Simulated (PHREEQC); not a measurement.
A column of 0.5 m (30 cells, dispersivity 0.018 m, 60 s a shift, diffusion coefficient 3e-10 m²/s) holds 0.23 eq of the database's cation exchanger X per kg of pore water, first in equilibrium with 0.87 mmol/kgw ZnCl2, 0.36 mmol/kgw KBr and 0.01 mmol/kgw HCl. It is flushed with 0.0035 mol NaCl, 0.074 mol MgSO4 and 1e-05 mol HCl per kg of water, at 25 °C. Values are for the last cell. No CO2 enters from the air. Precipitation was switched off in this run.

Base run: PHREEQC, ion-association model, phreeqc.dat. Each further column changes one thing. The table gives Na in solution (mol/kgw).

| pore volumes | base | exchange capacity from 0.23 to 0.12 eq/kgw | dispersivity from 0.018 to 0.036 m |
|---|---|---|---|
| 0 | 0 | 0 | 0 |
| 0.85 | 5.51e-5 | 0.000257 | (withheld) |
| 1.683 | 0.00246 | (withheld) | (withheld) |
| 2.517 | 0.00329 | 0.00345 | (withheld) |
| 3.35 | 0.00343 | 0.00349 | 0.00340 |
| 4.183 | 0.00348 | 0.00350 | 0.00346 |
| 5.017 | 0.00349 | 0.00350 | 0.00348 |

Fill in the missing entries.


- 0.85, dispersivity from 0.018 to 0.036 m: 0.000242
- 1.683, exchange capacity from 0.23 to 0.12 eq/kgw: 0.00302
- 1.683, dispersivity from 0.018 to 0.036 m: 0.00240
- 2.517, dispersivity from 0.018 to 0.036 m: 0.00321
